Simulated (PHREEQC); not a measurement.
# Metal-bearing waste water: speciation

Consider water at 75 °C with 0.25 mol ZnSO4, 0.0014 mol ZnCl2, 0.00012 mol H2SO4 and 0.15 mol Na2SO4 per kg of water. Closed to the air; pH follows from the charge balance.

All values are PHREEQC results (ion-association model, phreeqc.dat), not measurements.

This is a speciation only: nothing precipitates in the calculation.

Q: Estimate the pH, ionic strength, density.

A: pH 4.66; ionic strength 0.763 mol/kgw; density 1.031 g/cm³.

Q: In which forms is Zn present?

A: Zn+2 39 %, ZnSO4 39 %, Zn(SO4)2-2 21 % of the Zn.

Caution: at this ionic strength the ion-association model is outside its range; a Pitzer model would be the better tool where its parameters exist. Away from 25 °C the constants follow the database's enthalpies or fits; those with neither stay at their 25 °C values.
